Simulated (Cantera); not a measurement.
Charge: 1 mol Si, 14 mol HBr, 8.4 mol H2, equilibrated at 700 K and 0.100 bar.

These are equilibrium values from Cantera (NASA tables, ideal gas, pure condensed phases), not measurements of a reactor. Candidate condensed phases: Br2, Si; 19 gas species. Equilibrium is a limit: real reactors are often held back by kinetics, nucleation or transport.

Base state: H2 0.486, HBr 0.467, SiBr4 0.0467 (mole fractions); condensed: gas only.

Problem. What changes in the equilibrium state with this change: temperature from 700 K to 1300 K?

Solution. 
```tsv
species	before	after
HBr	0.467	0.477
H2	0.486	0.476
SiBr4	0.0467	0.0382
SiBr2	<1e-9	0.00499
SiBr3	3.24e-9	0.00214
Br	3.35e-9	0.000581
```
The tables' values for SiBr3 are old estimates; treat these amounts as uncertain.

Problem. What changes in the equilibrium state with this change: HBr from 14 to 1.5 mol?

Solution. 
| species | before | after |
|---|---|---|
| H2 | 0.486 | 0.959 |
| SiBr4 | 0.0467 | 0.0364 |
| SiHBr3 | 5.27e-6 | 0.00350 |
| HBr | 0.467 | 0.00108 |
| SiH2Br2 | <1e-9 | 0.000156 |
| Si(s), mol | 0 | 0.618 |
